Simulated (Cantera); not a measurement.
Feed: 1 mol Si₃N₄, 0.28 mol H₂O, 24 mol H₂, at 1223 K and 0.0413 Torr.

These are equilibrium values from Cantera (NASA tables, ideal gas, pure condensed phases), not measurements of a reactor. Mutual solubility and eutectic melting of coexisting phases are not modelled. Rates play no part.

```
species          before    after
--------------  -------  -------
H₂                0.996    0.999
N₂              0.00383  0.00104
H               4.05e-5  4.05e-5
Si₂N₂O(s), mol    0.280  0.00431
Si₃N₄(s), mol     0.813    0.985
Si(s), mol            0   0.0354
```
Gas species are given as mole fractions.

Problem. What was changed between the two runs?
A. temperature from 1223 K to 1625 K
B. H₂O from 0.28 to 0.0044 mol
C. temperature from 1223 K to 1800 K
D. temperature from 1223 K to 1748 K

Solution. B, H₂O from 0.28 to 0.0044 mol
